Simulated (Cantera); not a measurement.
Reactions in the system N-O

Source: NASA polynomial tables (part measured, part estimated), evaluated in Cantera. Values are per mole of reaction as written; species without (g) are pure solids or liquids, kept so even where they would boil at 1 bar.

O3(g) + 3 N(g) → 3 NO(g)

```tsv
T (K)	ΔH° (kJ)	ΔS° (J/K)	ΔG° (kJ)	log10 K
1200	-1301.2	-90.1	-1193.1	51.93
1275	-1302.3	-90.9	-1186.3	48.60
1350	-1303.3	-91.7	-1179.5	45.64
1425	-1304.3	-92.4	-1172.6	42.98
1500	-1305.3	-93.1	-1165.6	40.59
1575	-1306.4	-93.8	-1158.6	38.42
1650	-1307.5	-94.5	-1151.5	36.45
1725	-1308.7	-95.2	-1144.4	34.65
1800	-1310.0	-95.9	-1137.3	33.00
```

2 NO(g) → N2(g) + O2(g)

| T (K) | ΔH° (kJ) | ΔS° (J/K) | ΔG° (kJ) | log10 K |
|---|---|---|---|---|
| 1200 | -182.9 | -25.4 | -152.5 | 6.64 |
| 1275 | -182.9 | -25.4 | -150.6 | 6.17 |
| 1350 | -183.0 | -25.4 | -148.6 | 5.75 |
| 1425 | -183.0 | -25.4 | -146.7 | 5.38 |
| 1500 | -183.0 | -25.4 | -144.8 | 5.04 |
| 1575 | -183.0 | -25.4 | -142.9 | 4.74 |
| 1650 | -183.0 | -25.4 | -141.0 | 4.46 |
| 1725 | -183.0 | -25.4 | -139.1 | 4.21 |
| 1800 | -183.0 | -25.4 | -137.2 | 3.98 |

NO(g) → O(g) + N(g)

```json
[
 {"T (K)": "1200", "ΔH° (kJ)": "639.3", "ΔS° (J/K)": "118.0", "ΔG° (kJ)": "497.6", "log10 K": "-21.66"},
 {"T (K)": "1275", "ΔH° (kJ)": "639.8", "ΔS° (J/K)": "118.5", "ΔG° (kJ)": "488.7", "log10 K": "-20.02"},
 {"T (K)": "1350", "ΔH° (kJ)": "640.3", "ΔS° (J/K)": "118.8", "ΔG° (kJ)": "479.8", "log10 K": "-18.57"},
 {"T (K)": "1425", "ΔH° (kJ)": "640.7", "ΔS° (J/K)": "119.2", "ΔG° (kJ)": "470.9", "log10 K": "-17.26"},
 {"T (K)": "1500", "ΔH° (kJ)": "641.2", "ΔS° (J/K)": "119.5", "ΔG° (kJ)": "462.0", "log10 K": "-16.09"},
 {"T (K)": "1575", "ΔH° (kJ)": "641.6", "ΔS° (J/K)": "119.8", "ΔG° (kJ)": "453.0", "log10 K": "-15.02"},
 {"T (K)": "1650", "ΔH° (kJ)": "642.0", "ΔS° (J/K)": "120.0", "ΔG° (kJ)": "444.0", "log10 K": "-14.06"},
 {"T (K)": "1725", "ΔH° (kJ)": "642.4", "ΔS° (J/K)": "120.3", "ΔG° (kJ)": "435.0", "log10 K": "-13.17"},
 {"T (K)": "1800", "ΔH° (kJ)": "642.8", "ΔS° (J/K)": "120.5", "ΔG° (kJ)": "426.0", "log10 K": "-12.36"}
]
```
